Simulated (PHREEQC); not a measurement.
Make-up at 87 °C: 0.26 mol NaOH, 0.0042 mol CO2 and 5e-05 mol K2CO3 per kg of water. Closed to the air; pH follows from the charge balance.

Computed with PHREEQC (ion-association model, wateq4f.dat).

```csv
quantity,before,after
pH,11.70,11.08
CO3-2 (mol/kgw),0.000258,0.000133
HCO3- (mol/kgw),2.40e-6,7.81e-6
```

Q: What was changed between the two runs?
(A) NaOH left out
(B) CO2 from 0.0042 to 0.0021 mol/kgw
(C) diluted 2-fold with water
(D) temperature from 87 to 70 °C
(E) diluted 5-fold with water

A: E, diluted 5-fold with water

Precipitation was switched off in this run. At this temperature some constants are extrapolated from 25 °C, and those without enthalpy data are left unchanged.
